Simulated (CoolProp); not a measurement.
Model: reference Helmholtz-energy equation of state, Thol 2014, in CoolProp.

Task: Give the vapour pressure (MPa), vapour density (kg/m³), enthalpy of vaporisation (kJ/kg) of saturated diethyl ether at 332.2 K.

Result: 
| T (K) | p (MPa) | vapour density (kg/m³) | enthalpy of vaporisation (kJ/kg) |
|---|---|---|---|
| 332.2 | 0.225 | 6.56 | 336 |
